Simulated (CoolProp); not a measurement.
Cyclohexane along the isobar 22.6 MPa: density (kg/m³) from the reference equation and from simpler models built on Tc = 553.6 K, pc = 4.081 MPa, ω = 0.209; each cubic takes its own stable root.

Computed with CoolProp (reference Helmholtz-energy equation of state, Zhou 2014).

| T (K) | phase | reference |
|---|---|---|
| 455.9 | liquid | 657.1 |
| 472.4 | liquid | 642.4 |
| 488.8 | liquid | 627.4 |
| 505.2 | liquid | 612.3 |
| 521.6 | liquid | 596.9 |
| 538 | liquid | 581.2 |
| 554.4 | supercritical | 565.2 |
| 570.8 | supercritical | 549.0 |
| 587.2 | supercritical | 532.5 |
| 603.6 | supercritical | 515.9 |
| 620 | supercritical | 499.1 |

Question: How far does each simpler model (van der Waals, Redlich-Kwong, Soave-Redlich-Kwong, Peng-Robinson) lie from the reference over these 11 states: mean and median of the absolute difference, and the worst?

Answer: 
- van der Waals: mean 26.5 %, median 26.9 %, worst -30.6 % at 455.9 K and 22.6 MPa
- Redlich-Kwong: mean 5.0 %, median 5.1 %, worst -5.6 % at 455.9 K and 22.6 MPa
- Soave-Redlich-Kwong: mean 4.9 %, median 4.7 %, worst -6.0 % at 620 K and 22.6 MPa
- Peng-Robinson: mean 6.0 %, median 6.2 %, worst +7.4 % at 455.9 K and 22.6 MPa
